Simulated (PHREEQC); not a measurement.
Solution (25 °C): 0.0047 mol Cu(BF4)2 and 0.012 mol HNO3 per kg of water. Closed to the air; pH follows from the charge balance.

Equilibrium calculation in PHREEQC: ion-association model, phreeqc.dat.

No solid was allowed to form.

Q: Estimate the pH, ionic strength.

A: pH 2.01; ionic strength 0.0251 mol/kgw.

Q: In which forms is F present?

A: BF4- 79 %, HF 15 %, BF3OH- 3.7 %, F- 1.2 %, BF2(OH)2- 0.6 % of the F.

Species that the database lacks are ignored. Real BF4- forms and hydrolyses slowly; the run takes it at equilibrium.
